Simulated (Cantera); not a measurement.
Cantera run:

```python
import numpy as np
import cantera as ct

gas_names = [...]  # 151 gases of nasa_gas.yaml made of C, H, N, O, Si
cond_names = """
    C(gr) C6H6(L) C7H8(L) C8H18(L),n-octa H2O(s) H2O(L) Si(cr) Si(L) SiC(b) SiO2(Lqz) SiO2(hqz) SiO2(L)
    Si2N2O(s) Si3N4(a)
""".split()


# ... load() reads the species with a 1 bar reference pressure and builds the phases ...
atoms = {
    'Si2H6': {'Si': 2, 'H': 6},
    'CO2': {'C': 1, 'O': 2},
    'N2': {'N': 2},
}
top_T = {'C(gr)': 4500, 'SiC(b)': 3050, 'Si2N2O(s)': 2100, 'Si3N4(a)': 2400}  # K; cautious upper limits of use, not melting points


# ... equilibrate(T, P, feed) seeds the gas with the atoms and calls Mixture.equilibrate('TP', solver="vcs", rtol=1e-11, max_steps=5000) ...
results = []
feed = {'Si2H6': 1, 'CO2': 0.94, 'N2': 14}  # mol
P = 133.322  # Pa
for T in [1398, 1448, 1498, 1548, 1598, 1648, 1698, 1748, 1798, 1848, 1898, 1948, 1998]:
    mix = equilibrate(T, P, feed)
    results.append((T, P, feed, dict(zip(mix.species_names, mix.species_moles))))

top = {s: max(r[3][s] / sum(r[3][g] for g in gas_names) for r in results) for s in gas_names}
cols = sorted((s for s in top if top[s] > 1e-06), key=lambda s: -top[s])[:8]
seen = [c for c in cond_names if any(r[3].get(c, 0) > 1e-12 for r in results)]
print("log10 of partial pressures in bar; condensed amounts in mol")
print(f"{'T/K':>10s}" + "".join(f"{s[:9]:>10s}" for s in cols + seen))
for T, P, feed, n in results:
    ng = sum(n[g] for g in gas_names)
    print(f"{T:10.4g}" + "".join(f"{np.log10(max(n[s] / ng * P / 1e5, 1e-99)):10.3f}" for s in cols)
          + "".join(f"{n.get(c, 0):10.4g}" for c in seen))
```

Output:

```
log10 of partial pressures in bar; condensed amounts in mol
       T/K        N2        H2       SiO        CO        Si         H      Si2C       HCN     C(gr)    SiC(b) Si2N2O(s)
      1398    -2.989    -3.626    -7.117    -4.158   -11.483    -7.138   -14.728    -6.619   0.05738         0    0.9995
      1448    -2.989    -3.627    -6.451    -4.151   -10.510    -6.849   -13.512    -6.701         0   0.03978    0.9779
      1498    -2.989    -3.627    -5.818    -4.153    -9.616    -6.579   -12.440    -6.813         0   0.04511    0.9678
      1548    -2.990    -3.630    -5.230    -4.164    -8.777    -6.326   -11.436    -6.922         0   0.06403    0.9304
      1598    -2.992    -3.636    -4.687    -4.204    -7.982    -6.092   -10.486    -7.037         0    0.1279    0.8029
      1648    -2.999    -3.656    -4.209    -4.338    -7.201    -5.878    -9.561    -7.187         0    0.3181     0.422
      1698    -3.005    -3.677    -3.985    -4.537    -6.544    -5.678    -8.769    -7.253         0    0.5274         0
      1748    -3.006    -3.678    -3.986    -4.534    -6.127    -5.480    -8.224    -7.102         0    0.5236         0
      1798    -3.006    -3.681    -3.989    -4.526    -5.736    -5.294    -7.714    -6.957         0    0.5148         0
      1848    -3.008    -3.685    -3.996    -4.509    -5.373    -5.118    -7.239    -6.814         0    0.4955         0
      1898    -3.010    -3.691    -4.009    -4.476    -5.041    -4.952    -6.802    -6.669         0    0.4559         0
      1948    -3.014    -3.700    -4.035    -4.421    -4.745    -4.797    -6.406    -6.515         0    0.3817         0
      1998    -3.020    -3.714    -4.081    -4.344    -4.488    -4.652    -6.053    -6.350         0    0.2557         0
```

Equilibrium computed with Cantera from the NASA thermochemical tables; the gas is ideal and each condensed phase is pure. The feed counts by its element totals alone. N2 is the only nitrogen source here; it is nearly inert below about 1500 K, so the nitride shown seldom forms there in practice. Mutual solubility and eutectic melting of coexisting phases are not modelled. The tables' values for SiN are old estimates; treat these amounts as uncertain. Gases not in the tables: Si2H6 and higher silanes.
